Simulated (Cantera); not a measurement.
## Hydrocarbon pyrolysis for carbon deposition

An isothermal, constant-pressure homogeneous reactor starts with C2H6 : N2 = 1 : 1 (molar parts), at 1525 K and 1.10 bar.

Model: GRI-Mech 3.0 (53 species, 325 reactions), integrated in Cantera. GRI-Mech 3.0 stops at C3 and has no aromatics, soot or wall deposition, so with more carbon than oxygen in the feed, carbon stays in small species such as C2H2 where larger ones or solid carbon would form.

```tsv
t (s)	x C2H6	x C2H2	x CH3	x H	x HCN	x C2H4	x H2
5.00e-6	0.486	5.71e-6	0.00295	4.74e-5	6.05e-10	0.00514	0.00487
1.39e-5	0.437	0.000296	0.00368	7.29e-5	3.19e-9	0.0317	0.0289
3.87e-5	0.319	0.00330	0.00330	8.23e-5	5.54e-9	0.0959	0.0884
0.000108	0.140	0.0176	0.00230	9.75e-5	7.01e-9	0.183	0.181
0.000300	0.0210	0.0561	0.000887	8.35e-5	7.60e-9	0.205	0.260
0.000834	0.00179	0.0988	0.000255	3.27e-5	7.46e-9	0.161	0.301
0.00232	0.000316	0.133	0.000113	1.62e-5	7.21e-9	0.118	0.327
0.00646	0.000171	0.171	8.92e-5	1.44e-5	6.93e-9	0.0687	0.356
0.0180	9.39e-5	0.202	7.46e-5	1.33e-5	6.71e-9	0.0288	0.380
0.0500	7.48e-5	0.209	7.00e-5	1.29e-5	6.72e-9	0.0199	0.387
0.139	7.28e-5	0.210	6.82e-5	1.32e-5	6.90e-9	0.0200	0.390
0.387	6.97e-5	0.211	6.51e-5	1.38e-5	7.41e-9	0.0204	0.397
1.08	6.71e-5	0.213	6.20e-5	1.43e-5	8.96e-9	0.0208	0.403
3.00	6.66e-5	0.213	6.14e-5	1.44e-5	1.34e-8	0.0209	0.405
```
x: mole fraction; the columns are a selection and need not sum to one.

Equilibrium at this temperature and pressure: C2H6 5.50e-5, C2H2 0.169, CH3 5.58e-5, H 1.46e-5, HCN 0.0983, C2H4 0.0169, H2 0.413 (gas phase only).
